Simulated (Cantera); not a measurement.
## Thermodynamics of carbon deposition, reforming and gasification, feed acetone + H2O

Charge: 1 mol acetone, 0.75 mol H2O, equilibrated at 1.50 mbar.

These are equilibrium values from Cantera (NASA tables, ideal gas, pure condensed phases), not measurements of a reactor. Candidate condensed phases: C, C6H6, C7H8, C8H18, H2O; 110 gas species. The feed counts by its element totals alone. Rates play no part.

```json
[
 {"T (K)": "2523", "log p H": "-3.21", "log p H2": "-3.31", "log p CO": "-3.42", "log p C3": "-6.15", "log p C": "-6.64", "log p C2": "-7.18", "n C(graphite)": "1.18"},
 {"T (K)": "2598", "log p H": "-3.13", "log p H2": "-3.41", "log p CO": "-3.45", "log p C3": "-5.67", "log p C": "-6.22", "log p C2": "-6.69", "n C(graphite)": "1.14"},
 {"T (K)": "2673", "log p H": "-3.06", "log p H2": "-3.55", "log p CO": "-3.47", "log p C3": "-5.21", "log p C": "-5.81", "log p C2": "-6.23", "n C(graphite)": "1.06"},
 {"T (K)": "2748", "log p H": "-3.02", "log p H2": "-3.70", "log p CO": "-3.50", "log p C3": "-4.78", "log p C": "-5.43", "log p C2": "-5.80", "n C(graphite)": "0.840"},
 {"T (K)": "2823", "log p H": "-3.00", "log p H2": "-3.89", "log p CO": "-3.52", "log p C3": "-4.38", "log p C": "-5.07", "log p C2": "-5.39", "n C(graphite)": "0.291"},
 {"T (K)": "2898", "log p H": "-2.98", "log p H2": "-4.07", "log p CO": "-3.54", "log p C3": "-4.28", "log p C": "-4.82", "log p C2": "-5.18", "n C(graphite)": "0"},
 {"T (K)": "2973", "log p H": "-2.97", "log p H2": "-4.26", "log p CO": "-3.55", "log p C3": "-4.31", "log p C": "-4.63", "log p C2": "-5.08", "n C(graphite)": "0"}
]
```
log p: log10 of the partial pressure in bar; n: condensed amount in mol.

From 2523 K to 2823 K the condensed part is C(graphite). From 2898 K to 2973 K nothing is condensed. The main C-bearing gas is CO throughout.
